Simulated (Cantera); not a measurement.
A closed system holds: 1 mol Ti(OiPr)₄, 16 mol O₂, equilibrated at 1327 °C and 0.0133 bar.

Method: chemical equilibrium by Gibbs-energy minimisation in Cantera with the NASA 1993 tables (ideal gas, pure condensed phases). Candidate condensed phases: C, C₆H₆, C₇H₈, C₈H₁₈, H₂O, Ti, TiC, TiO, TiO₂, Ti₂O₃, Ti₃O₅, Ti₄O₇; 113 gas species. The feed counts by its element totals alone. The numbers say what is thermodynamically allowed, not how fast it happens.

Base state: H₂O 0.490, CO₂ 0.356, CO 0.105, H₂ 0.0483, H 0.000103, OH 4.11e-5 (mole fractions); condensed: TiO₂(rutile).

Question: What changes in the equilibrium state with this change: Ti(OiPr)₄ replaced by Ti?

Answer: 
```tsv
species	before	after
O₂	3.40e-7	1.000
O	7.32e-8	0.000126
H₂O	0.490	0
CO₂	0.356	0
CO	0.105	0
H₂	0.0483	0
H	0.000103	0
OH	4.11e-5	0
TiO₂(rutile), mol	1.00	1.00
```
